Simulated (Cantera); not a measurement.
Thermodynamics of metals in furnace atmospheres, feed Al + O2 + H2

Charge: 1 mol Al, 0.0028 mol O2, 30 mol H2, equilibrated at 29.0 Pa.

Cantera equilibrium calculation (NASA polynomials, part measured and part estimated; ideal gas, pure solids and liquids). Candidate condensed phases: Al, Al2O3, H2O; 19 gas species. Mutual solubility and eutectic melting of coexisting phases are not modelled. Kinetics and transport are ignored.

```csv
T (°C),log p H2,log p Al,log p H,log p AlH,log p Al2O,log p Al2,log p AlOH,n Al(s),n Al2O3(s),n Al(l)
500,-3.54,-15.25,-13.81,-14.56,<-15,<-15,<-15,0.996,0.00187,0
575,-3.54,-13.30,-12.49,-13.04,-15.40,<-15,<-15,0.996,0.00187,0
650,-3.54,-11.67,-11.38,-11.77,-13.37,<-15,<-15,0.996,0.00187,0
725,-3.54,-10.33,-10.44,-10.74,-11.72,<-15,<-15,0,0.00187,0.996
800,-3.54,-9.18,-9.62,-9.86,-10.30,-14.99,-14.27,0,0.00186,0.996
875,-3.54,-8.19,-8.91,-9.10,-9.08,-13.55,-13.12,0,0.00184,0.995
950,-3.54,-7.32,-8.29,-8.43,-8.01,-12.29,-12.12,0,0.00153,0.990
1025,-3.54,-6.55,-7.74,-7.85,-7.27,-11.18,-11.43,0,0,0.958
1100,-3.54,-5.87,-7.25,-7.33,-7.27,-10.20,-11.48,0,0,0.845
1175,-3.55,-5.26,-6.81,-6.87,-7.28,-9.32,-11.54,0,0,0.401
1250,-3.55,-5.04,-6.41,-6.78,-7.28,-9.18,-11.26,0,0,0
```
log p: log10 of the partial pressure in bar; n: condensed amount in mol.

From 500 °C to 650 °C the condensed part is Al(s) + Al2O3(s). From 725 °C to 950 °C the condensed part is Al(l) + Al2O3(s). From 1025 °C to 1175 °C the condensed part is Al(l). At 1250 °C nothing is condensed.
